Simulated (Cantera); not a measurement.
**Equilibrium for chlorosilane synthesis and conversion: SiCl₄ + H₂**

Charge: 1 mol SiCl₄, 7.7 mol H₂, at 0.250 bar.

These are equilibrium values from Cantera (NASA tables, ideal gas, pure condensed phases), not measurements of a reactor. Candidate condensed phases: Si; 19 gas species. The tables' values for SiCl₃ are old estimates; treat these amounts as uncertain. Rates play no part.

```
T (K)   x H₂  x SiCl₄     x HCl  x SiHCl₃
-----  -----  -------  --------  --------
523    0.884    0.114  0.000586  0.000586
598    0.883    0.113   0.00162   0.00162
673    0.882    0.111   0.00353   0.00352
748    0.879    0.108   0.00650   0.00644
823    0.874    0.104    0.0106    0.0104
898    0.869   0.0994    0.0158    0.0152
973    0.863   0.0933    0.0221    0.0205
1048   0.855   0.0863    0.0299    0.0253
```
x: gas mole fraction; nothing condenses.

From 523 K to 1048 K nothing is condensed. The main Si-bearing gas is SiCl₄ throughout.
